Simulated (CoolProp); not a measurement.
Vapour-liquid equilibrium of R114 (1) + benzene (2) at 103.05 °C; x and y are mole fractions of (1).

Computed with CoolProp (multi-fluid Helmholtz-energy mixture model, Platzer 1990 and Thol 2012; pair parameters Bell 2016). This equation is an older, rougher fit; its heat capacities, sound speeds and derivatives of the liquid may be far off and weren't checked against measurements.

Q: Give the bubble pressure and the first vapour's composition at x = 0.05, 0.2, 0.65. Is there an azeotrope?

A: x = 0.05: 0.3322 MPa, y = 0.418; x = 0.2: 0.6328 MPa, y = 0.711; x = 0.65: 1.122 MPa, y = 0.883. No azeotrope shows between x = 0.05 and 0.95.

Pair parameters are fitted to limited data, so mixtures are less certain than the pure fluids.
